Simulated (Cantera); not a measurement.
# Stirred combustor or abatement burner

A perfectly stirred reactor is fed with CH₄ : O₂ : N₂ = 1 : 4.76 : 17.9 (molar parts), at 1.01 bar; it is adiabatic with a 800 K inlet, and is followed from long to short residence time, starting on the burning branch (τ in s: 0.031, 0.018, 0.011, 0.0065, 0.0039, 0.0023, 0.0014, 0.00083, 0.00049, 0.0003, 0.00018, 0.0001, 6.3e-05).

Model: GRI-Mech 3.0 (53 species, 325 reactions), integrated in Cantera.

```
τ (s)    T (K)     x CH₄   x O₂    x CH₂    x C₂H₆    x NO₂
-------  -----  --------  -----  -------  --------  -------
0.031     1730   2.14e-5  0.116  5.28e-8  5.03e-10  2.00e-8
0.018     1726   3.01e-5  0.116  8.25e-8  7.66e-10  1.71e-8
0.011     1721   4.10e-5  0.117  1.22e-7   1.11e-9  1.42e-8
0.0065    1714   5.74e-5  0.117  1.83e-7   1.65e-9  1.14e-8
0.0039    1705   7.99e-5  0.117  2.68e-7   2.46e-9  8.95e-9
0.0023    1693  0.000114  0.117  3.93e-7   3.84e-9  6.96e-9
0.0014    1678  0.000161  0.117  5.56e-7   6.15e-9  5.53e-9
0.00083   1656  0.000240  0.118  7.99e-7   1.11e-8  4.36e-9
0.00049   1628  0.000376  0.119  1.16e-6   2.34e-8  3.39e-9
0.00030   1592  0.000617  0.121  1.68e-6   6.02e-8  2.56e-9
0.00018   1538   0.00124  0.126  2.70e-6   2.89e-7  1.69e-9
0.00010    800    0.0423  0.201   <1e-12    <1e-12   <1e-12
6.3e-5     800    0.0423  0.201   <1e-12    <1e-12   <1e-12
```
x: mole fraction; the columns are a selection and need not sum to one.
